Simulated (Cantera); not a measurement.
Adiabatic ignition

An adiabatic, constant-pressure homogeneous reactor starts with 5.85 % CO, 0.761 % H₂, 8.49 % O₂, 84.9 % N₂, equivalence ratio 0.39, at 1650 K and 5.00 bar.

Model: GRI-Mech 3.0 (53 species, 325 reactions), integrated in Cantera. The hydrogen kinetics of GRI-Mech 3.0 are dated; newer H2 mechanisms differ, most at raised pressure.

```json
[
 {"t (s)": "2.00e-6", "T (K)": "1650", "x CO": "0.0585", "x H₂": "0.00761", "x O₂": "0.0849", "x CO₂": "8.90e-7", "x HO₂": "2.62e-7"},
 {"t (s)": "5.53e-6", "T (K)": "1650", "x CO": "0.0585", "x H₂": "0.00753", "x O₂": "0.0848", "x CO₂": "3.23e-5", "x HO₂": "5.86e-6"},
 {"t (s)": "1.53e-5", "T (K)": "1701", "x CO": "0.0497", "x H₂": "0.000359", "x O₂": "0.0735", "x CO₂": "0.00907", "x HO₂": "2.98e-5"},
 {"t (s)": "4.23e-5", "T (K)": "1876", "x CO": "0.0260", "x H₂": "0.000324", "x O₂": "0.0615", "x CO₂": "0.0334", "x HO₂": "1.76e-5"},
 {"t (s)": "0.000117", "T (K)": "2049", "x CO": "0.00928", "x H₂": "0.000177", "x O₂": "0.0558", "x CO₂": "0.0508", "x HO₂": "6.63e-6"},
 {"t (s)": "0.000323", "T (K)": "2119", "x CO": "0.00298", "x H₂": "6.01e-5", "x O₂": "0.0541", "x CO₂": "0.0574", "x HO₂": "2.10e-6"},
 {"t (s)": "0.000894", "T (K)": "2143", "x CO": "0.000882", "x H₂": "1.96e-5", "x O₂": "0.0536", "x CO₂": "0.0596", "x HO₂": "8.91e-7"},
 {"t (s)": "0.00247", "T (K)": "2147", "x CO": "0.000494", "x H₂": "1.22e-5", "x O₂": "0.0535", "x CO₂": "0.0600", "x HO₂": "7.31e-7"},
 {"t (s)": "0.00684", "T (K)": "2147", "x CO": "0.000483", "x H₂": "1.20e-5", "x O₂": "0.0534", "x CO₂": "0.0600", "x HO₂": "7.26e-7"},
 {"t (s)": "0.0189", "T (K)": "2146", "x CO": "0.000481", "x H₂": "1.19e-5", "x O₂": "0.0533", "x CO₂": "0.0600", "x HO₂": "7.23e-7"},
 {"t (s)": "0.0523", "T (K)": "2144", "x CO": "0.000477", "x H₂": "1.19e-5", "x O₂": "0.0529", "x CO₂": "0.0600", "x HO₂": "7.15e-7"},
 {"t (s)": "0.145", "T (K)": "2141", "x CO": "0.000469", "x H₂": "1.17e-5", "x O₂": "0.0522", "x CO₂": "0.0601", "x HO₂": "6.99e-7"},
 {"t (s)": "0.400", "T (K)": "2136", "x CO": "0.000458", "x H₂": "1.15e-5", "x O₂": "0.0512", "x CO₂": "0.0601", "x HO₂": "6.78e-7"}
]
```
x: mole fraction; the columns are a selection and need not sum to one.

```yaml
time_of_steepest_temperature_rise: 12.2 µs
temperature at 0.400 s: 2136 K
equilibrium_temperature: 2134 K
x(CO) at 0.400 s: 0.000458 (gas-phase equilibrium 0.000453)
x(H₂) at 0.400 s: 1.15e-5 (gas-phase equilibrium 1.14e-5)
x(O₂) at 0.400 s: 0.0512 (gas-phase equilibrium 0.0508)
```
